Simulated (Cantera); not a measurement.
Feed: 1 mol Cu₂O, 1300 mol H₂, equilibrated at 480000 Pa.

These are equilibrium values from Cantera (NASA tables, ideal gas, pure condensed phases), not measurements of a reactor. Candidate condensed phases: Cu, CuO, Cu(OH)₂, Cu₂O, H₂O; 12 gas species. Kinetics and transport are ignored.

Question: What share of the Cu ends up in condensed phases as a function of T (K), at 998, 1098, 1198, 1298, 1398, 1498, 1598, 1698, 1798, 1898, 1998, 2098?

Answer: 
```json
[
 {"T (K)": "998", "Cu condensed (%)": "100.0", "as": "Cu(s)"},
 {"T (K)": "1098", "Cu condensed (%)": "100.0", "as": "Cu(s)"},
 {"T (K)": "1198", "Cu condensed (%)": "100.0", "as": "Cu(s)"},
 {"T (K)": "1298", "Cu condensed (%)": "100.0", "as": "Cu(s)"},
 {"T (K)": "1398", "Cu condensed (%)": "100.0", "as": "Cu(l)"},
 {"T (K)": "1498", "Cu condensed (%)": "99.9", "as": "Cu(l)"},
 {"T (K)": "1598", "Cu condensed (%)": "99.5", "as": "Cu(l)"},
 {"T (K)": "1698", "Cu condensed (%)": "97.9", "as": "Cu(l)"},
 {"T (K)": "1798", "Cu condensed (%)": "92.8", "as": "Cu(l)"},
 {"T (K)": "1898", "Cu condensed (%)": "78.4", "as": "Cu(l)"},
 {"T (K)": "1998", "Cu condensed (%)": "42.2", "as": "Cu(l)"},
 {"T (K)": "2098", "Cu condensed (%)": "0.0", "as": "-"}
]
```
